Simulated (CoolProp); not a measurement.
Properties of R141b at several states (Tc = 477.5 K, pc = 4212 kPa, ω = 0.220).

Model: reference Helmholtz-energy equation of state, Lemmon 2006, in CoolProp. It is a short technical equation, of lower accuracy than the large ones.

```csv
T (K),p (kPa),phase,speed of sound (m/s),expansivity (1/kK)
450.8,1110,gas,167.7,3.328
182.9,36.7,liquid,1298,1.266
265,30.7,liquid,946.6,1.420
```
